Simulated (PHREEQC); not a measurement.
0.21 g of hydrous ferric oxide (600 m²/g; 0.2 weak and 0.005 strong sites per Fe, Dzombak-Morel constants, diffuse double layer) in 1 kg of water with 0.3 mol/kgw of an inert sodium salt and 0.0079 mmol/kgw Na2SeO4 and 0.0012 mmol/kgw Na2SeO3, at 25 °C; the pH is set by adding NaOH or the inert anion's acid. The system is closed to oxygen. No CO2 enters from the air. No solid was allowed to form.

The series has 13 steps of pH, from 4 to 10.

Model: ion-association model, wateq4f.dat, run in PHREEQC.

Near which pH is half of the Se sorbed, and on which side is more sorbed?

Near pH 5.5, with more sorbed at lower pH.

Species that the database lacks are ignored. The database's selenite sorption wasn't checked against measurements; a fall in acid may be a fault of its surface constants.
